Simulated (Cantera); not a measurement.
What does this Cantera script print?

```python
import numpy as np
import cantera as ct

gas_names = [...]  # 114 gases of nasa_gas.yaml made of C, Fe, H, O
cond_names = """
    C(gr) C6H6(L) C7H8(L) C8H18(L),n-octa Fe(a) Fe(c) Fe(d) Fe(L) FeC5O5(L) FeO(s) FeO(L) Fe(OH)2(s)
    Fe(OH)3(s) Fe2O3(s) Fe3O4(s) H2O(s) H2O(L)
""".split()


# ... load() reads the species with a 1 bar reference pressure and builds the phases ...
atoms = {
    'Fe(CO)5': {'Fe': 1, 'C': 5, 'O': 5},
    'CO': {'C': 1, 'O': 1},
    'H2': {'H': 2},
}
top_T = {'C(gr)': 4500, 'Fe2O3(s)': 1830, 'Fe3O4(s)': 1870}  # K; cautious upper limits of use, not melting points


# ... equilibrate(T, P, feed) seeds the gas with the atoms and calls Mixture.equilibrate('TP', solver="vcs", rtol=1e-11, max_steps=5000) ...
results = []
feed = {'Fe(CO)5': 1, 'CO': 6.7, 'H2': 2.7}  # mol
P = 280  # Pa
for T in [798, 873, 948, 1023, 1098, 1173, 1248, 1323, 1398, 1473, 1548, 1623]:
    mix = equilibrate(T, P, feed)
    results.append((T, P, feed, dict(zip(mix.species_names, mix.species_moles))))
    x = sorted(zip(gas.X, gas.species_names), reverse=True)
    print(f"T = {T:g} K  P = {P:g} Pa  gas = {mix.phase_moles(0):.4g} mol")
    print("   x: " + "  ".join(f"{s} {v:.3e}" for v, s in x if v > 1e-06))
    print("   condensed (mol): " + ("  ".join(f"{mix.phase(i).name} {mix.phase_moles(i):.4g}"
          for i in range(1, mix.n_phases) if mix.phase_moles(i) > 1e-12) or "none"))
```

Output:

```
T = 798 K  P = 280 Pa  gas = 12.66 mol
   x: CO 6.588e-01  H2 2.037e-01  CO2 1.281e-01  H2O 9.254e-03  CH4 1.614e-04
   condensed (mol): C(gr) 1.736  Fe(a) 1
T = 873 K  P = 280 Pa  gas = 14.1 mol
   x: CO 7.887e-01  H2 1.897e-01  CO2 1.977e-02  H2O 1.782e-03  CH4 4.521e-05
   condensed (mol): C(gr) 0.3032  Fe(a) 1
T = 948 K  P = 280 Pa  gas = 14.35 mol
   x: CO 8.086e-01  H2 1.877e-01  CO2 3.207e-03  H2O 4.117e-04  CH4 1.694e-05
   condensed (mol): C(gr) 0.05167  Fe(a) 1
T = 1023 K  P = 280 Pa  gas = 14.39 mol
   x: CO 8.117e-01  H2 1.875e-01  CO2 6.599e-04  H2O 1.166e-04  CH4 7.386e-06
   condensed (mol): C(gr) 0.01107  Fe(a) 1
T = 1098 K  P = 280 Pa  gas = 14.4 mol
   x: CO 8.123e-01  H2 1.875e-01  CO2 1.687e-04  H2O 3.919e-05  CH4 3.597e-06
   condensed (mol): C(gr) 0.002941  Fe(a) 1
T = 1173 K  P = 280 Pa  gas = 14.4 mol
   x: CO 8.124e-01  H2 1.875e-01  CO2 5.155e-05  H2O 1.514e-05  CH4 1.915e-06
   condensed (mol): C(gr) 0.0009324  Fe(a) 1
T = 1248 K  P = 280 Pa  gas = 14.4 mol
   x: CO 8.125e-01  H2 1.875e-01  CO2 1.825e-05  H2O 6.559e-06  H 3.822e-06  CH4 1.097e-06
   condensed (mol): C(gr) 0.0003402  Fe(c) 1
T = 1323 K  P = 280 Pa  gas = 14.4 mol
   x: CO 8.125e-01  H2 1.875e-01  H 1.298e-05  CO2 7.303e-06  H2O 3.127e-06
   condensed (mol): C(gr) 0.0001361  Fe(c) 1
T = 1398 K  P = 280 Pa  gas = 14.4 mol
   x: CO 8.125e-01  H2 1.875e-01  H 3.872e-05  Fe 5.209e-06  CO2 3.237e-06  H2O 1.615e-06
   condensed (mol): C(gr) 5.041e-05  Fe(c) 0.9999
T = 1473 K  P = 280 Pa  gas = 14.4 mol
   x: CO 8.124e-01  H2 1.874e-01  H 1.035e-04  Fe 2.985e-05  CO2 1.622e-06  C2H2,acetylene 1.133e-06
   condensed (mol): Fe(c) 0.9996
T = 1548 K  P = 280 Pa  gas = 14.4 mol
   x: CO 8.123e-01  H2 1.873e-01  H 2.519e-04  Fe 1.439e-04  CO2 1.359e-06  C2H2,acetylene 1.054e-06
   condensed (mol): Fe(c) 0.9979
T = 1623 K  P = 280 Pa  gas = 14.41 mol
   x: CO 8.118e-01  H2 1.871e-01  Fe 5.971e-04  H 5.649e-04  CO2 1.168e-06
   condensed (mol): Fe(c) 0.9914
```

Equilibrium computed with Cantera from the NASA thermochemical tables; the gas is ideal and each condensed phase is pure. Condensed phases not in the tables: cementite and carbon dissolved in iron.
